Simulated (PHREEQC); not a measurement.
Acid rinse or clean (model solution)

Solution (25 °C): 0.11 mol/kgw H2SO4, 0.0067 mol/kgw FeCl3 and 0.00025 mol/kgw MgCl2. Closed to the air; pH follows from the charge balance.

All values are PHREEQC results (ion-association model, phreeqc.dat), not measurements.

```yaml
pH: 0.97
ionic_strength: 0.166 mol/kgw
density: 1.005 g/cm³
total_alkalinity: -233 meq/kg
```

| species | molality | activity | log γ |
|---|---|---|---|
| H+ | 0.134 | 0.108 | -0.094 |
| HSO4- | 0.0838 | 0.0632 | -0.122 |
| Cl- | 0.0205 | 0.0150 | -0.137 |
| SO4-2 | 0.0193 | 0.00604 | -0.505 |
| FeSO4+ | 0.00353 | 0.00265 | -0.125 |
| FeHSO4+2 | 0.00236 | 0.000764 | -0.489 |
| Fe(SO4)2- | 0.000464 | 0.000350 | -0.122 |
| Fe+3 | 0.000282 | 4.00e-5 | -0.849 |
| Mg+2 | 0.000168 | 6.02e-5 | -0.446 |
| MgSO4 | 8.20e-5 | 8.52e-5 | 0.017 |
| FeCl+2 | 5.70e-5 | 1.81e-5 | -0.498 |
| FeOH+2 | 7.52e-6 | 2.39e-6 | -0.498 |
| FeCl2+ | 1.61e-6 | 1.21e-6 | -0.125 |
| Fe2(OH)2+4 | 1.39e-8 | 1.54e-10 | -1.956 |
| Fe(OH)2+ | 9.65e-9 | 7.31e-9 | -0.121 |

No solid was allowed to form. The solution is supersaturated, for example in Hematite (slow to form), so a real one may precipitate; this is no full list.
